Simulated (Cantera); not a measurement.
A counterflow diffusion flame at 270 Torr, nozzles 20 mm apart: fuel side 83.3 % CH4, 8.33 % C2H6, 8.33 % C3H8 at 623 K, oxidiser side 20.0 % O2, 80.0 % N2 at 550 K, fuel mass flux 0.71 times the oxidiser's; mixture-averaged transport, no radiation.

Detailed kinetics in Cantera: GRI-Mech 3.0 (53 species, 325 reactions). GRI-Mech 3.0 has no aromatics or soot, which form on the fuel side of real flames. The maximum strain rate includes the flame's own expansion and is several times the mean. A flux with no burning solution from the previous one only brackets extinction.

x: mole fraction; the columns are a selection and need not sum to one.

```csv
oxidiser flux (kg/m²/s),max strain (1/s),mean strain (1/s),T max (K),peak x OH,peak x H,peak x NO,peak x CO,peak x C2H2
0.09,188,43.4,2009,0.00809,0.00728,0.000201,0.0589,0.0205
0.13,___,62.6,1987,0.00776,0.00747,___,0.0584,0.0191
0.18,349,86.7,1970,0.00748,0.00762,0.000145,0.0583,0.0179
0.25,___,120,1952,0.00719,0.00770,___,0.0586,0.0165
0.35,637,169,1928,0.00672,0.00760,8.82e-5,0.0592,0.0146
0.5,879,241,1893,0.00604,0.00719,5.74e-5,0.0603,0.0120
0.7,1180,337,1840,0.00499,0.00619,2.85e-5,0.0614,0.00846
```

**Question.** Some entries are withheld; supply them.

**Answer.** 
- 0.13, max strain (1/s): 260
- 0.13, peak x NO: 0.000171
- 0.25, max strain (1/s): 470
- 0.25, peak x NO: 0.000117
